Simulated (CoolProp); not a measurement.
Ethylbenzene along the isotherm 620 K: Z from the reference equation and from simpler models built on Tc = 617.1 K, pc = 3.622 MPa, ω = 0.304; each cubic takes its own stable root.

The numbers come from the reference Helmholtz-energy equation of state, Zhou 2012 in CoolProp.

```json
[
 {"p (MPa)": "2.41", "phase": "gas", "reference": "0.7132", "van der Waals": "0.7548", "Redlich-Kwong": "0.7274"},
 {"p (MPa)": "4.83", "phase": "supercritical", "reference": "0.2175", "van der Waals": "0.3263", "Redlich-Kwong": "0.2744"},
 {"p (MPa)": "7.24", "phase": "supercritical", "reference": "0.2923", "van der Waals": "0.4297", "Redlich-Kwong": "0.3511"},
 {"p (MPa)": "9.66", "phase": "supercritical", "reference": "0.3702", "van der Waals": "0.5379", "Redlich-Kwong": "0.4330"},
 {"p (MPa)": "12.1", "phase": "supercritical", "reference": "0.4475", "van der Waals": "0.6454", "Redlich-Kwong": "0.5143"},
 {"p (MPa)": "14.5", "phase": "supercritical", "reference": "0.5222", "van der Waals": "0.7493", "Redlich-Kwong": "0.5924"},
 {"p (MPa)": "16.9", "phase": "supercritical", "reference": "0.5956", "van der Waals": "0.8515", "Redlich-Kwong": "0.6689"},
 {"p (MPa)": "19.3", "phase": "supercritical", "reference": "0.6678", "van der Waals": "(withheld)", "Redlich-Kwong": "0.7440"},
 {"p (MPa)": "21.7", "phase": "supercritical", "reference": "0.7389", "van der Waals": "1.052", "Redlich-Kwong": "0.8179"},
 {"p (MPa)": "24.1", "phase": "supercritical", "reference": "0.8092", "van der Waals": "1.150", "Redlich-Kwong": "0.8907"},
 {"p (MPa)": "26.6", "phase": "supercritical", "reference": "(withheld)", "van der Waals": "(withheld)", "Redlich-Kwong": "0.9655"},
 {"p (MPa)": "29", "phase": "supercritical", "reference": "0.9501", "van der Waals": "1.348", "Redlich-Kwong": "1.036"},
 {"p (MPa)": "31.4", "phase": "supercritical", "reference": "1.018", "van der Waals": "1.444", "Redlich-Kwong": "1.107"},
 {"p (MPa)": "33.8", "phase": "supercritical", "reference": "1.085", "van der Waals": "1.539", "Redlich-Kwong": "1.176"},
 {"p (MPa)": "36.2", "phase": "supercritical", "reference": "1.152", "van der Waals": "1.633", "Redlich-Kwong": "1.245"}
]
```

Problem. Some entries are withheld; supply them.

Solution. 
- 19.3, van der Waals: 0.9523
- 26.6, reference: 0.8815
- 26.6, van der Waals: 1.252
